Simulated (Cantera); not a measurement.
Charge: 1 mol CCl4, 0.97 mol CH4, equilibrated at 2702 °C and 1300 Pa.

Equilibrium computed with Cantera from the NASA thermochemical tables; the gas is ideal and each condensed phase is pure. Candidate condensed phases: C, C6H6, C7H8, C8H18; 91 gas species. The tables' values for CCl are old estimates; treat these amounts as uncertain. The numbers say what is thermodynamically allowed, not how fast it happens.

Base state: Cl 0.464, H 0.315, HCl 0.130, H2 0.0604, C3 0.0183, C2H2 (acetylene) 0.00349, C 0.00307, C2H 0.00302 (mole fractions); condensed: C(graphite).

Problem. What changes in the equilibrium state with this change: temperature from 2702 °C to 2952 °C?

Solution. 
```
species             before     after
----------------  --------  --------
Cl                   0.464     0.454
H                    0.315     0.389
C3                  0.0183    0.0622
HCl                  0.130    0.0378
C                  0.00307    0.0187
C2                 0.00185    0.0101
H2                  0.0604    0.0218
C4                 5.77e-5  0.000251
C4H2               8.42e-5   2.17e-5
C2H2 (acetylene)   0.00349   0.00106
C2HCl             0.000165   5.23e-5
C(graphite), mol      1.45         0
```

Problem. What changes in the equilibrium state with this change: CH4 from 0.97 to 0.17 mol?

Solution. 
```json
[
 {"species": "Cl", "before": "0.464", "after": "0.829"},
 {"species": "H", "before": "0.315", "after": "0.0815"},
 {"species": "HCl", "before": "0.130", "after": "0.0603"},
 {"species": "H2", "before": "0.0604", "after": "0.00405"},
 {"species": "C3", "before": "0.0183", "after": "0.0183"},
 {"species": "C4H2", "before": "8.42e-5", "after": "5.64e-6"},
 {"species": "C2H2 (acetylene)", "before": "0.00349", "after": "0.000234"},
 {"species": "C2H2 (vinylidene)", "before": "1.04e-5", "after": "6.96e-7"},
 {"species": "C2H", "before": "0.00302", "after": "0.000781"},
 {"species": "C(graphite), mol", "before": "1.45", "after": "0.874"}
]
```
